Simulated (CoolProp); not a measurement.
Water at several states: density (kg/m³) from the reference equation and from simpler models built on Tc = 647.1 K, pc = 22.06 MPa, ω = 0.344; each cubic takes its own stable root.

Model: reference Helmholtz-energy equation of state, Wagner 2002, in CoolProp.

| T (K) | p (MPa) | phase | reference |
|---|---|---|---|
| 780.8 | 11.5 | gas | 35.05 |
| 412.8 | 3.99 | liquid | 928.4 |
| 469.3 | 83.5 | liquid | 918.9 |
| 389.2 | 1.94 | liquid | 947.1 |

### Question
How far does each simpler model (van der Waals, Redlich-Kwong) lie from the reference over these 4 states: mean and median of the absolute difference, and the worst?

### Answer
- van der Waals: mean 50.7 %, median 51.2 %, worst -98.7 % at 389.2 K and 1.94 MPa
- Redlich-Kwong: mean 22.8 %, median 29.6 %, worst -30.2 % at 469.3 K and 83.5 MPa

At some of these states van der Waals gives the other phase, because its saturation line lies elsewhere.
